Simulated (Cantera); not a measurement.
Mixture: CH₄ : H₂ : O₂ : N₂ = 1 : 0.063 : 1.07 : 4.38 (molar parts), at 1.01 bar, adiabatic and at constant pressure. Ignition delay is the time to a rise of 400 K.

Model: GRI-Mech 3.0 (53 species, 325 reactions), integrated in Cantera.

Question: What does this change do: constant volume in place of constant pressure?

Answer: 
```csv
quantity,before,after
delay at 1300 K,10.8 ms,9.90 ms
delay at 1500 K,1.22 ms,1.12 ms
delay at 1700 K,0.222 ms,0.205 ms
delay at 1900 K,64.1 µs,58.5 µs
delay at 2100 K,25.0 µs,22.4 µs
apparent activation energy between 1900 and 2100 K,160 kJ/mol,160 kJ/mol
```

Question: What does this change do: 0.062 parts C2H6 added?

Answer: 
```
quantity                                                before       after
--------------------------------------------------  ----------  ----------
delay at 1300 K                                        10.8 ms     3.46 ms
delay at 1500 K                                        1.22 ms    0.466 ms
delay at 1700 K                                       0.222 ms     92.9 µs
delay at 1900 K                                        64.1 µs     31.6 µs
delay at 2100 K                                        25.0 µs     15.4 µs
apparent activation energy between 1900 and 2100 K  160 kJ/mol  120 kJ/mol
```

Question: What does this change do: pressure from 1.01 bar to 0.830 bar?

Answer: 
```json
[
 {"quantity": "delay at 1300 K", "before": "10.8 ms", "after": "12.6 ms"},
 {"quantity": "delay at 1500 K", "before": "1.22 ms", "after": "1.41 ms"},
 {"quantity": "delay at 1700 K", "before": "0.222 ms", "after": "0.262 ms"},
 {"quantity": "delay at 1900 K", "before": "64.1 µs", "after": "76.9 µs"},
 {"quantity": "delay at 2100 K", "before": "25.0 µs", "after": "30.3 µs"},
 {"quantity": "apparent activation energy between 1900 and 2100 K", "before": "160 kJ/mol", "after": "150 kJ/mol"}
]
```
